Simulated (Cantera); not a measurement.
An adiabatic, constant-volume homogeneous reactor starts with CH3OH : O2 : N2 = 1 : 0.682 : 2.56 (molar parts), at 1773 K and 0.300 bar.

Computed with Cantera and GRI-Mech 3.0 (53 species, 325 reactions). GRI-Mech 3.0 was tuned for natural gas; its chemistry of methanol as a main component is partial and can be far from experiment.

Task: Predict: time of steepest temperature rise; temperature at 0.200 s; equilibrium temperature; x(O2) at 0.200 s; x(H2O2) at 0.200 s; x(HCN) at 0.200 s; x(O) at 0.200 s.

Result: 
- time of steepest temperature rise: 58.0 µs
- temperature at 0.200 s: 2788 K
- equilibrium temperature: 2788 K
- x(O2) at 0.200 s: 0.00131 (gas-phase equilibrium 0.00131)
- x(H2O2) at 0.200 s: 6.67e-8 (gas-phase equilibrium 6.67e-8)
- x(HCN) at 0.200 s: 3.41e-8 (gas-phase equilibrium 3.41e-8)
- x(O) at 0.200 s: 0.00236 (gas-phase equilibrium 0.00236)
